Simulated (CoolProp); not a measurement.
Vapour-liquid equilibrium of sulfur dioxide (1) + toluene (2) at 284.2 K; x and y are mole fractions of (1).

Model: multi-fluid Helmholtz-energy mixture model, Gao 2016 and Lemmon 2006; pair parameters Bell 2016, in CoolProp.

| x | bubble pressure, mixture model (bar) | bubble pressure, Raoult's law (bar) | y, mixture model | y, Raoult's law |
|---|---|---|---|---|
| 0.05 | (withheld) | 0.1366 | 0.835 | 0.877 |
| 0.125 | (withheld) | 0.3149 | 0.939 | 0.951 |
| 0.2 | 0.4332 | 0.4932 | (withheld) | 0.971 |
| 0.275 | 0.6270 | 0.6715 | (withheld) | 0.981 |
| 0.35 | 0.8279 | 0.8499 | 0.986 | 0.986 |
| 0.425 | 1.028 | 1.028 | 0.990 | 0.990 |
| 0.5 | (withheld) | 1.206 | 0.993 | 0.993 |
| 0.575 | 1.410 | 1.385 | 0.995 | 0.995 |
| 0.65 | (withheld) | 1.563 | 0.996 | 0.996 |
| 0.725 | (withheld) | 1.741 | 0.997 | 0.997 |
| 0.8 | 1.928 | 1.920 | 0.998 | 0.998 |
| 0.875 | 2.097 | 2.098 | 0.999 | 0.999 |
| 0.95 | (withheld) | 2.276 | 1.000 | 1.000 |

Complete the blanks.


- 0.05, bubble pressure, mixture model (bar): 0.1022
- 0.125, bubble pressure, mixture model (bar): 0.2552
- 0.2, y, mixture model: 0.967
- 0.275, y, mixture model: 0.980
- 0.5, bubble pressure, mixture model (bar): 1.223
- 0.65, bubble pressure, mixture model (bar): 1.588
- 0.725, bubble pressure, mixture model (bar): 1.759
- 0.95, bubble pressure, mixture model (bar): 2.273

The largest gap from Raoult's law is -25.2 % in bubble pressure, at x = 0.05. No azeotrope shows between x = 0.05 and 0.95.

Pair parameters are fitted to limited data, so mixtures are less certain than the pure fluids. The gap from Raoult's law changes sign with composition, which may be real or a fault of the pair parameters; it wasn't checked against measurements.
